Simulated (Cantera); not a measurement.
Thermodynamics of boron, boron nitride and boron oxide, feed B + N2 + H2

Input: 1 mol B, a varied amount of N2, 17 mol H2, equilibrated at 1900 °C and 1500 Pa.

Equilibrium computed with Cantera from the NASA thermochemical tables; the gas is ideal and each condensed phase is pure. Candidate condensed phases: B, BN; 15 gas species. Mutual solubility and eutectic melting of coexisting phases are not modelled. The tables' values for BH2 are old estimates; treat these amounts as uncertain. Equilibrium is a limit: real reactors are often held back by kinetics, nucleation or transport.

```csv
n(N2) (mol),log p H2,log p N2,log p H,log p BH2,log p B,log p BH,log p BH3,log p BN,n B(s),n BN(s)
0.2,-1.85,-3.77,-3.24,-4.78,-5.72,-6.54,-7.04,-7.75,0.978,0
0.36,-1.85,-3.52,-3.24,-4.78,-5.72,-6.54,-7.04,-7.62,0.978,0
0.63,-1.86,-3.28,-3.24,-4.79,-5.72,-6.55,-7.05,-7.51,0.978,0
1.1,-1.87,-3.05,-3.25,-4.80,-5.72,-6.55,-7.07,-7.39,0.978,0
1.9,-1.88,-2.90,-3.26,-4.81,-5.72,-6.56,-7.09,-7.31,0.382,0.596
3.4,-1.91,-2.67,-3.27,-4.96,-5.84,-6.69,-7.25,-7.31,0,0.983
6,-1.96,-2.44,-3.30,-5.12,-5.95,-6.83,-7.44,-7.31,0,0.986
11,-2.05,-2.25,-3.34,-5.31,-6.05,-6.97,-7.67,-7.31,0,0.989
```
log p: log10 of the partial pressure in bar; n: condensed amount in mol.

From 0.2 mol N2 to 1.1 mol N2 the condensed part is B(s). At 1.9 mol N2 the condensed part is B(s) + BN(s). From 3.4 mol N2 to 11 mol N2 the condensed part is BN(s).
